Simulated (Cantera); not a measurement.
Input: 1 mol CaCl2, 0.86 mol H2, 480 mol N2, at 877 °C and 110 Pa.

Method: chemical equilibrium by Gibbs-energy minimisation in Cantera with the NASA 1993 tables (ideal gas, pure condensed phases). Candidate condensed phases: Ca, CaCl2, NH4Cl; 16 gas species. Rates play no part.

Base state: N2 0.996, CaCl2 0.00190, H2 0.00178 (mole fractions); condensed: CaCl2(l).

**Question.** What changes in the equilibrium state with this change: CaCl2 replaced by PbF2?

**Answer.** 
```tsv
species	before	after
N2	0.996	0.994
HF	0	0.00356
Pb	0	0.00176
CaCl2	0.00190	0
H2	0.00178	6.68e-9
PbF2	0	0.000241
PbF	0	6.17e-5
CaCl2(l), mol	0.0838	0
```
Further candidate phases: Pb, PbF2.
